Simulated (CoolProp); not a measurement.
Tetrahydrofuran along the isotherm 325.2 K: fugacity coefficient from the reference equation and from simpler models built on Tc = 540.2 K, pc = 5.304 MPa, ω = 0.234; each cubic takes its own stable root.

The numbers come from the reference Helmholtz-energy equation of state, Fiedler 2023 in CoolProp.

| p (MPa) | phase | reference | van der Waals | Redlich-Kwong | Soave-Redlich-Kwong | Peng-Robinson |
|---|---|---|---|---|---|---|
| 4.08 | liquid | 0.01722 | 0.1264 | 0.03068 | 0.01699 | 0.01706 |
| 8.16 | liquid | 0.009771 | 0.07741 | 0.01763 | 0.009731 | 0.009626 |
| 12.2 | liquid | 0.007406 | 0.06310 | 0.01352 | 0.007440 | 0.007250 |
| 16.3 | liquid | 0.006289 | 0.05760 | 0.01161 | 0.006373 | 0.006118 |
| 20.4 | liquid | 0.005698 | 0.05602 | 0.01064 | 0.005823 | 0.005508 |
| 24.5 | liquid | 0.005378 | 0.05667 | 0.01015 | 0.005542 | 0.005166 |
| 28.6 | liquid | 0.005219 | 0.05890 | 0.009953 | 0.005422 | (withheld) |
| 32.6 | liquid | 0.005169 | 0.06230 | 0.009956 | 0.005412 | 0.004903 |
| 36.7 | liquid | 0.005196 | 0.06697 | (withheld) | 0.005485 | 0.004899 |
| 40.8 | liquid | 0.005288 | 0.07280 | 0.01039 | 0.005626 | 0.004954 |
| 44.9 | liquid | 0.005434 | 0.07987 | 0.01078 | (withheld) | 0.005060 |
| 49 | liquid | 0.005628 | 0.08828 | (withheld) | 0.006083 | 0.005209 |
| 53 | liquid | 0.005862 | (withheld) | 0.01185 | 0.006384 | 0.005393 |

### Question
What belongs in the gaps?

### Answer

- 28.6, Peng-Robinson: 0.004981
- 36.7, Redlich-Kwong: 0.01011
- 44.9, Soave-Redlich-Kwong: 0.005827
- 49, Redlich-Kwong: 0.01127
- 53, van der Waals: 0.09792
